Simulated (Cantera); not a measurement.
Charge: 1 mol PbO, 0.37 mol CH4, 0.4 mol H2, held at 810 Pa.

Equilibrium computed with Cantera from the NASA thermochemical tables; the gas is ideal and each condensed phase is pure. Candidate condensed phases: C, C6H6, C7H8, C8H18, H2O, Pb, PbO, PbO2, Pb3O4; 113 gas species. Kinetics and transport are ignored.

x: gas mole fraction; n: condensed amount in mol.

| T (°C) | x H2 | x Pb | x H2O | x CO | x CO2 | n Pb(l) |
|---|---|---|---|---|---|---|
| 902 | 0.406 | 0.0538 | 0.308 | 0.145 | 0.0864 | 0.914 |
| 927 | 0.392 | 0.0794 | 0.303 | 0.144 | 0.0812 | 0.870 |
| 952 | 0.374 | 0.115 | 0.294 | 0.141 | 0.0755 | … |
| 977 | 0.351 | 0.165 | 0.279 | 0.136 | 0.0690 | … |
| 1002 | 0.321 | 0.233 | 0.259 | 0.127 | 0.0614 | … |
| 1027 | 0.281 | 0.324 | 0.230 | 0.113 | 0.0525 | … |
| 1052 | 0.249 | 0.398 | 0.206 | 0.102 | 0.0453 | 0 |
| 1077 | 0.247 | 0.398 | 0.207 | 0.103 | 0.0440 | 0 |
| 1102 | 0.246 | 0.398 | 0.208 | 0.105 | 0.0428 | 0 |
| 1127 | 0.245 | 0.398 | 0.209 | 0.106 | 0.0416 | 0 |
| 1152 | 0.244 | 0.398 | 0.210 | 0.107 | 0.0405 | 0 |

Q: Fill in the missing entries.

A: 
- 952, n Pb(l): 0.803
- 977, n Pb(l): 0.701
- 1002, n Pb(l): 0.542
- 1027, n Pb(l): 0.276
